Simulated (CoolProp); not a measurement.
Vapour-liquid equilibrium of n-octane (1) + o-xylene (2) at 94.55 °C; x and y are mole fractions of (1).

Values from CoolProp's multi-fluid Helmholtz-energy mixture model, Beckmüller 2019 and Zhou 2012; pair parameters Bell 2016.

| x | bubble pressure (MPa) | y at the bubble point | dew pressure at overall composition x (MPa) | liquid density (mol/L) |
|---|---|---|---|---|
| 0.05 | 0.02294 | 0.093 | 0.02244 | 7.554 |
| 0.125 | 0.02446 | 0.214 | 0.02332 | 7.365 |
| 0.2 | 0.02591 | 0.319 | 0.02427 | 7.184 |
| 0.275 | 0.02731 | 0.412 | 0.02528 | 7.008 |
| 0.35 | 0.02866 | 0.494 | 0.02637 | 6.840 |
| 0.425 | 0.02997 | 0.569 | 0.02752 | 6.677 |
| 0.5 | 0.03123 | 0.637 | 0.02876 | 6.520 |
| 0.575 | 0.03247 | 0.701 | 0.03007 | 6.368 |
| 0.65 | 0.03368 | 0.760 | 0.03147 | 6.222 |
| 0.725 | 0.03487 | 0.816 | 0.03296 | 6.081 |
| 0.8 | 0.03605 | 0.869 | 0.03453 | 5.944 |
| 0.875 | 0.03720 | 0.920 | 0.03618 | 5.812 |
| 0.95 | 0.03835 | 0.968 | 0.03791 | 5.684 |

No azeotrope shows between x = 0.05 and 0.95.

Pair parameters are fitted to limited data, so mixtures are less certain than the pure fluids.
